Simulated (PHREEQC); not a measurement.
# Copper plating or etch bath

Solution (25 °C): 130 mmol/kgw Cu(NO3)2, 78 mmol/kgw HNO3, 0.043 mmol/kgw H3BO3 and 20 mmol/kgw Ca(OH)2. Closed to the air; pH follows from the charge balance.

Model: ion-association model, wateq4f.dat, run in PHREEQC.

This is a speciation only: nothing precipitates in the calculation.

Q: What pH does the model give?

A: pH 1.54.

Species that the database lacks are ignored.
